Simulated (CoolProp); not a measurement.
Vapour-liquid equilibrium of acetone (1) + p-xylene (2) at 0.2 MPa; x and y are mole fractions of (1).

Values from CoolProp's multi-fluid Helmholtz-energy mixture model, Lemmon 2006 and Zhou 2012; pair parameters Bell 2016.

Task: Give the bubble temperature and the first vapour's composition at x = 0.2, 0.8, 0.95. Is there an azeotrope?

Result: x = 0.2: 390.4 K, y = 0.753; x = 0.8: 356.9 K, y = 0.968; x = 0.95: 352.2 K, y = 0.992. No azeotrope shows between x = 0.05 and 0.95.

The pair parameters rest on a limited set of measurements; away from them the model extrapolates.
